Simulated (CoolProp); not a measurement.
Vapour-liquid equilibrium of CH2F2 (R32) (1) + dimethyl ether (2) at 201.6 K; x and y are mole fractions of (1).

The numbers come from the multi-fluid Helmholtz-energy mixture model, Tillner-Roth 1997 and Wu 2011; pair parameters Bell 2016 in CoolProp.

```json
[
 {"x": "0.05", "bubble pressure (MPa)": "0.008690", "y at the bubble point": "0.174", "dew pressure at overall composition x (MPa)": "0.007844", "liquid density (mol/L)": "…"},
 {"x": "0.2", "bubble pressure (MPa)": "…", "y at the bubble point": "0.522", "dew pressure at overall composition x (MPa)": "0.008888", "liquid density (mol/L)": "18.36"},
 {"x": "0.35", "bubble pressure (MPa)": "0.01674", "y at the bubble point": "0.711", "dew pressure at overall composition x (MPa)": "0.01027", "liquid density (mol/L)": "…"},
 {"x": "0.5", "bubble pressure (MPa)": "0.02082", "y at the bubble point": "0.821", "dew pressure at overall composition x (MPa)": "0.01221", "liquid density (mol/L)": "20.23"},
 {"x": "0.65", "bubble pressure (MPa)": "0.02462", "y at the bubble point": "0.891", "dew pressure at overall composition x (MPa)": "0.01510", "liquid density (mol/L)": "…"},
 {"x": "0.8", "bubble pressure (MPa)": "0.02814", "y at the bubble point": "0.942", "dew pressure at overall composition x (MPa)": "0.01990", "liquid density (mol/L)": "…"},
 {"x": "0.95", "bubble pressure (MPa)": "0.03156", "y at the bubble point": "0.986", "dew pressure at overall composition x (MPa)": "0.02872", "liquid density (mol/L)": "23.85"}
]
```

### Question
Complete the blanks.

### Answer

- 0.05, liquid density (mol/L): 17.55
- 0.2, bubble pressure (MPa): 0.01256
- 0.35, liquid density (mol/L): 19.25
- 0.65, liquid density (mol/L): 21.30
- 0.8, liquid density (mol/L): 22.50

No azeotrope shows between x = 0.05 and 0.95.

The pair parameters rest on a limited set of measurements; away from them the model extrapolates. The gap from Raoult's law changes sign with composition, which may be real or a fault of the pair parameters; it wasn't checked against measurements.
